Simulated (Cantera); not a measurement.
Feed: 1 mol B2O3, 47 mol HF, 7.8 mol BCl3, held at 2.70e-5 bar.

Equilibrium computed with Cantera from the NASA thermochemical tables; the gas is ideal and each condensed phase is pure. Candidate condensed phases: B, B2O3, B3O3H3, H2O; 56 gas species. Kinetics and transport are ignored. All values below are at 1002 °C.

Base state: HF 0.414, HCl 0.410, BF3 0.120, BOF 0.0523, Cl 0.00170, H2 0.000847, H2O 0.000499, HBO2 1.89e-5 (mole fractions); condensed: gas only.

### Question
What changes in the equilibrium state with this change: 0.41 mol H2 added?

### Answer
| species | before | after |
|---|---|---|
| HF | 0.414 | 0.412 |
| HCl | 0.410 | 0.409 |
| BF3 | 0.120 | 0.119 |
| H2 | 0.000847 | 0.00744 |
| BOF | 0.0523 | 0.0519 |
| Cl | 0.00170 | 0.000570 |
| H | 4.13e-6 | 1.22e-5 |
